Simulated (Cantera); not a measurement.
Input (Python, Cantera):

```python
import numpy as np
import cantera as ct

gas = ct.Solution("gri30.yaml")
gas.TPX = 1725, 590000, {'CH4': 1, 'H2O': 1, 'H2': 0.78}
reactor = ct.IdealGasConstPressureReactor(gas, energy="off", clone=False)
net = ct.ReactorNet([reactor])
net.rtol, net.atol = 1e-08, 1e-18
show = ['CH4', 'H2O', 'H2', 'C2H6', 'OH', 'CH3', 'CH2']
times = np.geomspace(5e-06, 4, 13)

steps = ct.SolutionArray(gas, extra=["t"])
rows = []
print(f"{'t/s':>10s}{'T/K':>9s}{'P/Pa':>11s}" + "".join(f"{s:>11s}" for s in show))
for t in times:
    while net.time < t:
        t_next = net.step()
        steps.append(gas.state, t=t_next)
    rows.append([np.interp(t, steps.t, y) for y in (steps.T, steps.P, *steps(*show).X.T)])
    print(f"{t:10.3e}{rows[-1][0]:9.1f}{rows[-1][1]:11.4g}" + "".join(f"{x:11.3e}" for x in rows[-1][2:]))
rate = np.gradient(steps.T, steps.t)
print("integrator steps:", len(steps.t))
if steps.T.max() > steps.T[0] + 200:
    print(f"time of steepest temperature rise: {steps.t[rate.argmax()]:.4e} s")
gas.TPX = 1725, 590000, {'CH4': 1, 'H2O': 1, 'H2': 0.78}
gas.equilibrate("TP")
print(f"equilibrium (TP): T = {gas.T:.1f} K  " + "  ".join(f"{s} {gas[s].X[0]:.3e}" for s in show))
```

Output:

```
       t/s      T/K       P/Pa        CH4        H2O         H2       C2H6         OH        CH3        CH2
 5.000e-06   1725.0    5.9e+05  3.591e-01  3.596e-01  2.808e-01  4.603e-05  1.110e-06  4.003e-04  2.209e-08
 1.552e-05   1725.0    5.9e+05  3.581e-01  3.596e-01  2.813e-01  3.467e-04  1.603e-06  5.803e-04  4.610e-08
 4.817e-05   1725.0    5.9e+05  3.549e-01  3.592e-01  2.834e-01  8.907e-04  1.927e-06  6.953e-04  6.621e-08
 1.495e-04   1725.0    5.9e+05  3.452e-01  3.574e-01  2.909e-01  1.055e-03  2.029e-06  7.173e-04  7.254e-08
 4.642e-04   1725.0    5.9e+05  3.171e-01  3.504e-01  3.152e-01  8.756e-04  1.975e-06  6.552e-04  6.866e-08
 1.441e-03   1725.0    5.9e+05  2.542e-01  3.328e-01  3.725e-01  5.368e-04  1.849e-06  5.180e-04  6.278e-08
 4.472e-03   1725.0    5.9e+05  1.639e-01  3.057e-01  4.557e-01  2.252e-04  1.693e-06  3.338e-04  5.547e-08
 1.388e-02   1725.0    5.9e+05  9.445e-02  2.758e-01  5.261e-01  9.504e-05  1.564e-06  1.975e-04  4.844e-08
 4.309e-02   1725.0    5.9e+05  7.587e-02  2.379e-01  5.671e-01  7.020e-05  1.339e-06  1.576e-04  3.876e-08
 1.337e-01   1725.0    5.9e+05  6.914e-02  1.775e-01  6.160e-01  5.457e-05  9.574e-07  1.375e-04  2.540e-08
 4.152e-01   1725.0    5.9e+05  5.559e-02  1.093e-01  6.746e-01  3.268e-05  5.630e-07  1.055e-04  1.407e-08
 1.289e+00   1725.0    5.9e+05  3.796e-02  5.757e-02  7.237e-01  1.436e-05  2.866e-07  6.953e-05  7.421e-09
 4.000e+00   1725.0    5.9e+05  2.229e-02  2.757e-02  7.558e-01  4.773e-06  1.344e-07  3.996e-05  3.853e-09
integrator steps: 1395
equilibrium (TP): T = 1725.0 K  CH4 1.245e-03  H2O 1.178e-03  H2 7.890e-01  C2H6 1.435e-08  OH 5.623e-09  CH3 2.184e-06  CH2 1.999e-10
```

Model: GRI-Mech 3.0 (53 species, 325 reactions), integrated in Cantera.
